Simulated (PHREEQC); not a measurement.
Model water analysis in mmol/kgw, 20 °C, pH 3.81, pe 9.2:

```
constituent                mmol/kgw
-------------------------  --------
Na                              126
K                             0.672
Ca                             8.49
Mg                             4.45
Cl                             42.8
S(6)                           51.4
Zn                           0.0648
Cd                           0.0875
Al                            0.393
O(0) (counted as O atoms)    0.0784
```

Cl is adjusted to close the charge balance.
Valence states are taken as typed.

Equilibrium calculation in PHREEQC: ion-association model, wateq4f.dat.

```tsv
quantity	before	after
ionic strength (mol/kgw)	0.181	0.504
SO4-2 (mol/kgw)	0.0383	0.0979
Ca+2 (mol/kgw)	0.00496	0.0134
Mg+2 (mol/kgw)	0.00245	0.00639
K+ (mol/kgw)	0.000627	0.00180
SI of Gypsum (CaSO4:2H2O)	-0.14	+0.42
SI of Gibbsite (Al(OH)3)	-2.23	-2.10
```

### Question
Name the change that produced these shifts.
A. all concentrations times 3 at the same typed pH
B. O(0) from 0.0784 to 0.235 mmol/kgw
C. temperature from 20 to 30 °C at the same typed pH

### Answer
A, all concentrations times 3 at the same typed pH

This is a speciation only: nothing precipitates in the calculation. Some of these states are supersaturated (in Gypsum, for instance).
